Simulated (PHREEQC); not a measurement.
**Alkaline etch or developer: speciation**

Dissolve 0.0013 mol TMAH and 0.00022 mol Na2CO3 per kg of water at 20 °C. Closed to the air; pH follows from the charge balance.

Computed with PHREEQC (ion-association model, phreeqc.dat).

No solid was allowed to form.

Q: Estimate the pH.

A: pH 11.27.

Q: In which forms is C present?

A: CO3-2 90 %, HCO3- 10 % of the C.

Complexes and solids missing from the database can't appear. (CH3)4N+ isn't in the database: it is added as a free cation with an ion size of 4 Å.
